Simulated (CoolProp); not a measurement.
n-decane at several states: density (kg/m³) from the reference equation and from simpler models built on Tc = 344.5 °C, pc = 2.101 MPa, ω = 0.488; each cubic takes its own stable root.

Values from CoolProp's reference Helmholtz-energy equation of state, Lemmon 2006. It is a short technical equation, of lower accuracy than the large ones.

```
T (°C)  p (MPa)   phase   reference  van der Waals  Redlich-Kwong
------  -------  ------  ----------  -------------  -------------
173.15   0.0211     gas      0.8195         0.8143         0.8160
334.85     3.44  liquid       420.7          264.3          327.6
220.55   0.0402     gas       1.417          1.407          1.411
125.35     1.53  liquid       648.9          353.8          514.0
94.15     0.378  liquid  (withheld)     (withheld)     (withheld)
28.75     0.102  liquid  (withheld)     (withheld)     (withheld)
```

### Question
Fill in the missing entries.

### Answer

- 94.15, reference: 672.5
- 94.15, van der Waals: 361.0
- 94.15, Redlich-Kwong: 531.5
- 28.75, reference: 723.6
- 28.75, van der Waals: 384.2
- 28.75, Redlich-Kwong: 570.8
